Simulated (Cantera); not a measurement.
Charge: 1 mol SiH₂Cl₂, 1.2 mol NO, equilibrated at 1750 K and 1330 Pa.

Equilibrium computed with Cantera from the NASA thermochemical tables; the gas is ideal and each condensed phase is pure. Candidate condensed phases: H₂O, NH₄Cl, Si, SiO₂, Si₂N₂O, Si₃N₄; 47 gas species. The tables' values for SiCl₃, SiCl are old estimates; treat these amounts as uncertain. The tables hold silica as quartz up to 1696 K and as liquid above; real silica turns to tridymite and cristobalite and melts near 1996 K. The numbers say what is thermodynamically allowed, not how fast it happens.

Base state: HCl 0.517, N₂ 0.202, SiO 0.128, H₂ 0.0780, SiCl₂ 0.0605, SiCl₃ 0.00820, Cl 0.00288, SiCl₄ 0.00197 (mole fractions); condensed: SiO₂(condensed).

### Question
What changes in the equilibrium state with this change: SiH₂Cl₂ replaced by SiCl₄?

### Answer
| species | before | after |
|---|---|---|
| Cl | 0.00288 | 0.604 |
| N₂ | 0.202 | 0.190 |
| SiCl₄ | 0.00197 | 0.124 |
| HCl | 0.517 | 0 |
| SiO | 0.128 | 2.30e-5 |
| H₂ | 0.0780 | 0 |
| Cl₂ | 1.79e-6 | 0.0791 |
| SiCl₂ | 0.0605 | 8.64e-5 |
| H | 0.000563 | 0 |
| SiHCl₃ | 6.58e-5 | 0 |
| H₂O | 3.67e-5 | 0 |
| SiCl | 1.50e-5 | <1e-9 |
| SiO₂(condensed), mol | 0.410 | 0.600 |
The tables' values for SiCl₃ are old estimates; treat these amounts as uncertain.
